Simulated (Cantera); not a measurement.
# Chlorosilane synthesis and conversion: SiCl4 + Cl2 + H2

Input: 1 mol SiCl4, 0.62 mol Cl2, 0.57 mol H2, held at 0.670 bar.

These are equilibrium values from Cantera (NASA tables, ideal gas, pure condensed phases), not measurements of a reactor. Candidate condensed phases: Si; 19 gas species. The tables' values for SiCl3 are old estimates; treat these amounts as uncertain. Kinetics and transport are ignored.

From 898 K to 1698 K nothing is condensed. The main Si-bearing gas is SiCl4 throughout.

```
T (K)  x HCl  x SiCl4      x Cl   x Cl2   x SiCl3   x SiCl2      x H2  x SiHCl3
-----  -----  -------  --------  ------  --------  --------  --------  --------
898    0.521    0.457   1.32e-5  0.0228  6.21e-11    <1e-12  2.67e-11    <1e-12
998    0.521    0.457   6.95e-5  0.0228   2.31e-9    <1e-12  3.36e-10  2.04e-12
1098   0.520    0.457  0.000272  0.0227   4.42e-8    <1e-12   2.69e-9  3.43e-11
1198   0.520    0.456  0.000846  0.0224   5.17e-7  5.18e-12   1.54e-8  3.62e-10
1298   0.520    0.456   0.00219  0.0217   4.16e-6  2.27e-10   6.86e-8   2.72e-9
1398   0.519    0.455   0.00488  0.0203   2.52e-5   5.95e-9   2.57e-7   1.58e-8
1498   0.518    0.454   0.00946  0.0181  0.000123   1.07e-7   8.59e-7   7.75e-8
1598   0.516    0.452    0.0162  0.0148  0.000515   1.45e-6   2.70e-6   3.40e-7
1698   0.514    0.449    0.0246  0.0112   0.00191   1.60e-5   8.24e-6   1.38e-6
```
x: gas mole fraction; nothing condenses.
